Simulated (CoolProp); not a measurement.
Saturation properties of R1132(E).

Computed with CoolProp (reference Helmholtz-energy equation of state, Akasaka 2024).

| T (K) | p (kPa) | liquid density (kg/m³) | vapour density (kg/m³) | enthalpy of vaporisation (kJ/kg) | liquid cp (kJ/(kg K)) |
|---|---|---|---|---|---|
| 257.9 | 492.7 | 1047 | 16.37 | 269.7 | 1.693 |
| 264.1 | 609.6 | 1029 | 20.13 | 262.4 | 1.712 |
| 270.3 | 746.3 | 1011 | 24.57 | 254.8 | 1.734 |
| 276.5 | 904.6 | 991.8 | 29.77 | 246.7 | 1.762 |
| 282.7 | 1087 | ___ | 35.86 | ___ | 1.796 |
| 288.9 | 1295 | 950.5 | 42.98 | 229.3 | 1.838 |
| 295.1 | 1530 | 928.1 | 51.32 | 219.6 | 1.890 |
| 301.3 | 1797 | 904.1 | ___ | 209.2 | 1.954 |

Q: Complete the blanks.

A: 
- 282.7, liquid density (kg/m³): 971.7
- 282.7, enthalpy of vaporisation (kJ/kg): 238.3
- 301.3, vapour density (kg/m³): 61.12
